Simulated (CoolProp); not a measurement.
Vapour-liquid equilibrium of methane (1) + ethylene (2) at 402 kPa; x and y are mole fractions of (1).

Model: multi-fluid Helmholtz-energy mixture model, Setzmann 1991 and Smukala 2000; pair parameters Bell 2016, in CoolProp.

| x | bubble temperature (°C) | y at the bubble point | dew temperature at overall composition x (°C) | liquid density (mol/L) |
|---|---|---|---|---|
| 0.05 | ? | 0.451 | -77.4 | 19.55 |
| 0.2 | -114.7 | 0.885 | -81.3 | 21.23 |
| 0.35 | -125.9 | 0.956 | -85.8 | 22.20 |
| 0.5 | -131.7 | 0.977 | ? | ? |
| 0.65 | ? | ? | -97.6 | 23.43 |
| 0.8 | -138.1 | 0.993 | -106.8 | 23.89 |
| 0.95 | -140.7 | 0.998 | ? | ? |

**Question.** Fill in the missing entries.

**Answer.** 
- 0.05, bubble temperature (°C): -89.2
- 0.5, dew temperature at overall composition x (°C): -91.0
- 0.5, liquid density (mol/L): 22.88
- 0.65, bubble temperature (°C): -135.3
- 0.65, y at the bubble point: 0.987
- 0.95, dew temperature at overall composition x (°C): -124.6
- 0.95, liquid density (mol/L): 24.29

No azeotrope shows between x = 0.05 and 0.95.

The pair parameters rest on a limited set of measurements; away from them the model extrapolates.
